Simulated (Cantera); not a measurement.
Mixture: 1.43 % CH4, 0.372 % C2H6, 1.16 % C3H8, 13.1 % O2, 83.9 % N2, equivalence ratio 0.76, at 7500 Torr, adiabatic and at constant pressure. Ignition delay is the time to a rise of 400 K.

Model: GRI-Mech 3.0 (53 species, 325 reactions), integrated in Cantera. GRI-Mech 3.0 was tuned for natural gas; its chemistry of propane as a main component is partial and can be far from experiment.

**Question.** Predict: delay at 1298 K; delay at 1348 K; delay at 1398 K; delay at 1448 K; delay at 1498 K; delay at 1548 K; delay at 1598 K; apparent activation energy between 1498 and 1598 K.

**Answer.** delay at 1298 K: 0.295 ms
delay at 1348 K: 0.155 ms
delay at 1398 K: 85.7 µs
delay at 1448 K: 49.5 µs
delay at 1498 K: 30.1 µs
delay at 1548 K: 19.2 µs
delay at 1598 K: 12.8 µs
apparent activation energy between 1498 and 1598 K: 170 kJ/mol
